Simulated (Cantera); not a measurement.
Cantera run, input and output.

```python
import numpy as np
import cantera as ct

gas = ct.Solution("gri30.yaml")
gas.TPX = 1100, 2666, {'N2O': 1, 'H2': 0.018, 'N2': 3.9}
reactor = ct.IdealGasConstPressureReactor(gas, energy="off", clone=False)
net = ct.ReactorNet([reactor])
net.rtol, net.atol = 1e-08, 1e-18
show = ['N2O', 'H2', 'H2O2', 'O', 'NO2']
times = np.geomspace(0.0003, 80, 15)

steps = ct.SolutionArray(gas, extra=["t"])
rows = []
print(f"{'t/s':>10s}{'T/K':>9s}{'P/Pa':>11s}" + "".join(f"{s:>11s}" for s in show))
for t in times:
    while net.time < t:
        t_next = net.step()
        steps.append(gas.state, t=t_next)
    rows.append([np.interp(t, steps.t, y) for y in (steps.T, steps.P, *steps(*show).X.T)])
    print(f"{t:10.3e}{rows[-1][0]:9.1f}{rows[-1][1]:11.4g}" + "".join(f"{x:11.3e}" for x in rows[-1][2:]))
rate = np.gradient(steps.T, steps.t)
print("integrator steps:", len(steps.t))
if steps.T.max() > steps.T[0] + 200:
    print(f"time of steepest temperature rise: {steps.t[rate.argmax()]:.4e} s")
gas.TPX = 1100, 2666, {'N2O': 1, 'H2': 0.018, 'N2': 3.9}
gas.equilibrate("TP")
print(f"equilibrium (TP): T = {gas.T:.1f} K  " + "  ".join(f"{s} {gas[s].X[0]:.3e}" for s in show))
```

Output:

```
       t/s      T/K       P/Pa        N2O         H2       H2O2          O        NO2
 3.000e-04   1100.0       2666  2.033e-01  3.660e-03  5.104e-17  5.460e-08  1.603e-18
 7.323e-04   1100.0       2666  2.033e-01  3.660e-03  1.812e-15  1.090e-07  5.844e-17
 1.788e-03   1100.0       2666  2.033e-01  3.660e-03  5.812e-14  1.739e-07  3.367e-15
 4.363e-03   1100.0       2666  2.033e-01  3.659e-03  1.489e-12  2.050e-07  2.689e-13
 1.065e-02   1100.0       2666  2.033e-01  3.650e-03  2.867e-11  2.074e-07  1.793e-11
 2.600e-02   1100.0       2666  2.033e-01  3.604e-03  4.206e-10  2.088e-07  8.185e-10
 6.347e-02   1100.0       2666  2.030e-01  3.391e-03  3.108e-09  2.261e-07  1.388e-08
 1.549e-01   1100.0       2666  2.023e-01  2.674e-03  5.652e-09  2.610e-07  5.885e-08
 3.782e-01   1100.0       2666  2.009e-01  1.398e-03  6.317e-09  2.898e-07  2.692e-07
 9.231e-01   1100.0       2666  1.997e-01  4.206e-04  4.531e-09  3.146e-07  1.616e-06
 2.253e+00   1100.0       2666  1.987e-01  7.187e-05  1.367e-09  3.243e-07  7.184e-06
 5.500e+00   1100.0       2666  1.971e-01  3.708e-06  4.227e-10  3.204e-07  1.847e-05
 1.343e+01   1100.0       2666  1.935e-01  7.225e-09  1.883e-10  3.146e-07  2.829e-05
 3.277e+01   1100.0       2666  1.851e-01  3.783e-09  1.125e-10  3.113e-07  3.252e-05
 8.000e+01   1100.0       2666  1.661e-01  3.674e-09  9.654e-11  3.091e-07  3.194e-05
integrator steps: 1540
equilibrium (TP): T = 1100.0 K  N2O 7.924e-10  H2 8.974e-11  H2O2 1.479e-12  O 4.634e-09  NO2 1.842e-07
```

Cantera simulation using GRI-Mech 3.0 (53 species, 325 reactions); the numbers are that mechanism's predictions, not measurements. GRI-Mech 3.0 was tuned for natural gas; its chemistry of N2O as a main component is partial and can be far from experiment. Radical loss at walls, strong at low pressure, is not modelled. The mechanism lacks the step 2 NO + O2 → 2 NO2, which can matter for NO2 below about 1400 K. The temperature is held fixed by assumption; the heat of reaction is taken as removed at once.
